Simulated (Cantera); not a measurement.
What does this Cantera script print?

```python
import numpy as np
import cantera as ct

gas = ct.Solution("gri30.yaml")
gas.TPX = 1250, 180000, {'N2O': 1, 'N2': 0.52}
reactor = ct.IdealGasConstPressureReactor(gas, energy="off", clone=False)
net = ct.ReactorNet([reactor])
net.rtol, net.atol = 1e-08, 1e-18
show = ['N2O', 'NO', 'NO2', 'O2', 'O', 'N2']
times = np.geomspace(2e-05, 4, 12)

steps = ct.SolutionArray(gas, extra=["t"])
rows = []
print(f"{'t/s':>10s}{'T/K':>9s}{'P/Pa':>11s}" + "".join(f"{s:>11s}" for s in show))
for t in times:
    while net.time < t:
        t_next = net.step()
        steps.append(gas.state, t=t_next)
    rows.append([np.interp(t, steps.t, y) for y in (steps.T, steps.P, *steps(*show).X.T)])
    print(f"{t:10.3e}{rows[-1][0]:9.1f}{rows[-1][1]:11.4g}" + "".join(f"{x:11.3e}" for x in rows[-1][2:]))
rate = np.gradient(steps.T, steps.t)
print("integrator steps:", len(steps.t))
if steps.T.max() > steps.T[0] + 200:
    print(f"time of steepest temperature rise: {steps.t[rate.argmax()]:.4e} s")
gas.TPX = 1250, 180000, {'N2O': 1, 'N2': 0.52}
gas.equilibrate("TP")
print(f"equilibrium (TP): T = {gas.T:.1f} K  " + "  ".join(f"{s} {gas[s].X[0]:.3e}" for s in show))
```

Output:

```
       t/s      T/K       P/Pa        N2O         NO        NO2         O2          O         N2
 2.000e-05   1250.0    1.8e+05  6.579e-01  3.257e-06  1.223e-10  1.130e-05  3.451e-06  3.421e-01
 6.067e-05   1250.0    1.8e+05  6.578e-01  1.164e-05  1.556e-09  4.038e-05  3.483e-06  3.422e-01
 1.840e-04   1250.0    1.8e+05  6.575e-01  3.706e-05  1.562e-08  1.286e-04  3.482e-06  3.423e-01
 5.582e-04   1250.0    1.8e+05  6.567e-01  1.140e-04  1.434e-07  3.959e-04  3.481e-06  3.428e-01
 1.693e-03   1250.0    1.8e+05  6.542e-01  3.457e-04  1.207e-06  1.204e-03  3.475e-06  3.442e-01
 5.136e-03   1250.0    1.8e+05  6.469e-01  1.035e-03  8.486e-06  3.624e-03  3.453e-06  3.485e-01
 1.558e-02   1250.0    1.8e+05  6.253e-01  3.027e-03  4.187e-05  1.071e-02  3.374e-06  3.609e-01
 4.725e-02   1250.0    1.8e+05  5.664e-01  8.330e-03  1.397e-04  3.014e-02  3.146e-06  3.950e-01
 1.433e-01   1250.0    1.8e+05  4.317e-01  1.962e-02  3.489e-04  7.499e-02  2.600e-06  4.733e-01
 4.347e-01   1250.0    1.8e+05  2.216e-01  3.400e-02  6.168e-04  1.466e-01  1.619e-06  5.972e-01
 1.319e+00   1250.0    1.8e+05  5.051e-02  4.034e-02  7.381e-04  2.077e-01  5.112e-07  7.007e-01
 4.000e+00   1250.0    1.8e+05  1.497e-03  4.025e-02  7.461e-04  2.262e-01  4.137e-08  7.313e-01
integrator steps: 933
equilibrium (TP): T = 1250.0 K  N2O 2.684e-08  NO 3.009e-04  NO2 5.859e-06  O2 2.474e-01  O 2.583e-08  N2 7.523e-01
```

Detailed kinetics in Cantera: GRI-Mech 3.0 (53 species, 325 reactions). GRI-Mech 3.0 was tuned for natural gas; its chemistry of N2O as a main component is partial and can be far from experiment. The mechanism lacks the step 2 NO + O2 → 2 NO2, which can matter for NO2 below about 1400 K. The temperature is held fixed by assumption; the heat of reaction is taken as removed at once.
